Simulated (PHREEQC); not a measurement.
0.051 g of hydrous ferric oxide (600 m²/g; 0.2 weak and 0.005 strong sites per Fe, Dzombak-Morel constants, diffuse double layer) in 1 kg of water with 0.005 mol/kgw of an inert sodium salt, at 25 °C; the pH is set by adding NaOH or the inert anion's acid. Oxygen is held at 0.21 atm. No CO2 enters from the air. Nothing may precipitate in this run.

Equilibrium calculation in PHREEQC: ion-association model, wateq4f.dat.

Predict surface charge σ (C/m²) at pH = 3, 9.67.


```
pH    surface charge σ (C/m²)
----  -----------------------
3                       0.302
9.67                   -0.021
```

The oxide is taken as insoluble; below pH 4 it would dissolve.
